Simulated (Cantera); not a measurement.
A closed system holds: 1 mol Si3N4, a varied amount of N2O, 4.5 mol H2, at 1823.15 K and 100 Torr.

These are equilibrium values from Cantera (NASA tables, ideal gas, pure condensed phases), not measurements of a reactor. Candidate condensed phases: H2O, Si, SiO2, Si2N2O, Si3N4; 35 gas species. Mutual solubility and eutectic melting of coexisting phases are not modelled. Gases not in the tables: Si2H6 and higher silanes. Equilibrium is a limit: real reactors are often held back by kinetics, nucleation or transport.

Problem. Which condensed phases are stable at each of these points (n(N2O) (mol)): 0.011, 0.016, 0.024, 0.036, 0.053, 0.079, 0.12, 0.18, 0.26, 0.39, 0.57?

Solution. 
```json
[
 {"n(N2O) (mol)": "0.011", "condensed phases": "Si(l) + Si3N4(s)", "Si condensed (%)": "99.6"},
 {"n(N2O) (mol)": "0.016", "condensed phases": "Si(l) + Si3N4(s)", "Si condensed (%)": "99.5"},
 {"n(N2O) (mol)": "0.024", "condensed phases": "Si(l) + Si2N2O(s) + Si3N4(s)", "Si condensed (%)": "99.4"},
 {"n(N2O) (mol)": "0.036", "condensed phases": "Si(l) + Si2N2O(s) + Si3N4(s)", "Si condensed (%)": "99.4"},
 {"n(N2O) (mol)": "0.053", "condensed phases": "Si(l) + Si2N2O(s) + Si3N4(s)", "Si condensed (%)": "99.4"},
 {"n(N2O) (mol)": "0.079", "condensed phases": "Si(l) + Si2N2O(s) + Si3N4(s)", "Si condensed (%)": "99.4"},
 {"n(N2O) (mol)": "0.12", "condensed phases": "Si(l) + Si2N2O(s) + Si3N4(s)", "Si condensed (%)": "99.4"},
 {"n(N2O) (mol)": "0.18", "condensed phases": "Si(l) + Si2N2O(s) + Si3N4(s)", "Si condensed (%)": "99.4"},
 {"n(N2O) (mol)": "0.26", "condensed phases": "Si(l) + Si2N2O(s) + Si3N4(s)", "Si condensed (%)": "99.4"},
 {"n(N2O) (mol)": "0.39", "condensed phases": "Si2N2O(s) + Si3N4(s)", "Si condensed (%)": "99.4"},
 {"n(N2O) (mol)": "0.57", "condensed phases": "Si2N2O(s) + Si3N4(s)", "Si condensed (%)": "99.4"}
]
```

From 0.011 mol N2O to 0.016 mol N2O the condensed part is Si(l) + Si3N4(s). From 0.024 mol N2O to 0.26 mol N2O the condensed part is Si(l) + Si2N2O(s) + Si3N4(s). From 0.39 mol N2O to 0.57 mol N2O the condensed part is Si2N2O(s) + Si3N4(s).
